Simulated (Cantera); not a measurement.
Input: 1 mol TiO2, 0.4 mol CH4, 3.9 mol H2, 2.2 mol CO, held at 1675 K and 640000 Pa.

Method: chemical equilibrium by Gibbs-energy minimisation in Cantera with the NASA 1993 tables (ideal gas, pure condensed phases). Candidate condensed phases: C, C6H6, C7H8, C8H18, H2O, Ti, TiC, TiO, TiO2, Ti2O3, Ti3O5, Ti4O7; 113 gas species. The numbers say what is thermodynamically allowed, not how fast it happens.

Base state: H2 0.645, CO 0.351, CH4 0.00321, H2O 0.000805, CO2 0.000132, C2H2 (acetylene) 3.75e-5, H 3.69e-5 (mole fractions); condensed: C(graphite) + Ti3O5(s).

What changes in the equilibrium state with this change: temperature from 1675 K to 1150 K?


```csv
species,before,after
H2,0.645,0.606
CO,0.351,0.271
CH4,0.00321,0.0549
H2O,0.000805,0.0493
CO2,0.000132,0.0186
H,3.69e-5,2.30e-8
C2H2 (acetylene),3.75e-5,2.34e-8
"C(graphite), mol",0.0496,0.480
"Ti3O5(s), mol",0.333,0
"TiO2(rutile), mol",0,1.00
```
Gases not in the tables: TiO(OH)2.

What changes in the equilibrium state with this change: temperature from 1675 K to 1223.15 K?


```tsv
species	before	after
H2	0.645	0.634
CO	0.351	0.300
CH4	0.00321	0.0342
H2O	0.000805	0.0244
H	3.69e-5	9.49e-8
C2H2 (acetylene)	3.75e-5	9.95e-8
CO2	0.000132	0.00790
C(graphite), mol	0.0496	0.388
Ti3O5(s), mol	0.333	0
TiO2(rutile), mol	0	1.00
```
Gases not in the tables: TiO(OH)2.

What changes in the equilibrium state with this change: TiO2 replaced by SiO2?


```json
[
 {"species": "H2", "before": "0.645", "after": "0.676"},
 {"species": "CO", "before": "0.351", "after": "0.319"},
 {"species": "CH4", "before": "0.00321", "after": "0.00353"},
 {"species": "SiO", "before": "0", "after": "2.16e-5"},
 {"species": "CO2", "before": "0.000132", "after": "0.000109"},
 {"species": "C2H4", "before": "9.19e-6", "after": "1.01e-5"},
 {"species": "C2H2 (acetylene)", "before": "3.75e-5", "after": "3.93e-5"},
 {"species": "H2O", "before": "0.000805", "after": "0.000768"},
 {"species": "C(graphite), mol", "before": "0.0496", "after": "0.381"},
 {"species": "Ti3O5(s), mol", "before": "0.333", "after": "0"},
 {"species": "SiO2(β-quartz), mol", "before": "0", "after": "1.000"}
]
```
The tables hold silica as quartz up to 1696 K and as liquid above; real silica turns to tridymite and cristobalite and melts near 1996 K. Further candidate phases: Si, SiC, SiO2.
